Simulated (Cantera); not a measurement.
Input: 1 mol HgO, 3.9 mol H2, 0.14 mol N2, held at 0.000570 bar.

Cantera equilibrium calculation (NASA polynomials, part measured and part estimated; ideal gas, pure solids and liquids). Candidate condensed phases: H2O, Hg, HgO; 25 gas species. Kinetics and transport are ignored. All values below are at 973 K.

Base state: H2 0.575, H2O 0.198, Hg 0.198, N2 0.0278 (mole fractions); condensed: gas only.

Q: What changes in the equilibrium state with this change: H2 from 3.9 to 0.052 mol?

A: 
| species | before | after |
|---|---|---|
| Hg | 0.198 | 0.600 |
| O2 | <1e-9 | 0.285 |
| N2 | 0.0278 | 0.0840 |
| H2 | 0.575 | <1e-9 |
| H2O | 0.198 | 0.0312 |
